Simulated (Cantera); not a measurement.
Charge: 1 mol Fe₂O₃, 0.46 mol CH₄, 0.021 mol CO, held at 0.133 bar.

These are equilibrium values from Cantera (NASA tables, ideal gas, pure condensed phases), not measurements of a reactor. Candidate condensed phases: C, C₆H₆, C₇H₈, C₈H₁₈, Fe, Fe(CO)₅, FeO, Fe(OH)₂, Fe(OH)₃, Fe₂O₃, Fe₃O₄, H₂O; 114 gas species. The tables' stoichiometric FeO is somewhat more stable than real wüstite, so its field is too wide. FeO: taken at fixed stoichiometry. Equilibrium is a limit: real reactors are often held back by kinetics, nucleation or transport.

Problem. At 1400 K, list the 4 most abundant gas species with their mole fractions, and the condensed phases.

Solution. H₂ 0.364, H₂O 0.293, CO 0.251, CO₂ 0.0928. Condensed: FeO(s).
